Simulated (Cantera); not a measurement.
Charge: 1 mol B2O3, 150 mol H2, equilibrated at 0.00133 bar.

Method: chemical equilibrium by Gibbs-energy minimisation in Cantera with the NASA 1993 tables (ideal gas, pure condensed phases). Candidate condensed phases: B, B2O3, B3O3H3, H2O; 23 gas species. Equilibrium is a limit: real reactors are often held back by kinetics, nucleation or transport.

log p: log10 of the partial pressure in bar; n: condensed amount in mol.

```
T (K)  log p H2  log p H  log p BO  log p HBO  log p HBO2  log p H2O  log p B2O3  n B2O3(l)
-----  --------  -------  --------  ---------  ----------  ---------  ----------  ---------
1075      -2.88    -9.27    -12.27      -7.63       -8.01      -8.12      -10.03      0.998
1275      -2.88        …         …          …           …          …           …          …
1475      -2.88    -6.33     -7.20      -5.18       -5.22      -6.25       -5.65          0
1675      -2.88    -5.38     -6.28      -5.10       -5.22      -5.84       -5.85          0
1875      -2.89        …         …      -5.09           …          …           …          0
2075      -2.91    -4.03     -5.19      -5.20       -5.47      -5.33       -6.54          0
2275      -2.98    -3.56     -4.98      -5.46       -5.81      -5.23       -7.21          0
```

**Question.** What belongs in the gaps?

**Answer.** 
- 1875, log p H: -4.63
- 1875, log p BO: -5.62
- 1875, log p HBO2: -5.29
- 1875, log p H2O: -5.54
- 1875, log p B2O3: -6.11
- 1275, log p H: -7.57
- 1275, log p BO: -9.14
- 1275, log p HBO: -6.02
- 1275, log p HBO2: -6.12
- 1275, log p H2O: -6.95
- 1275, log p B2O3: -7.04
- 1275, n B2O3(l): 0.892
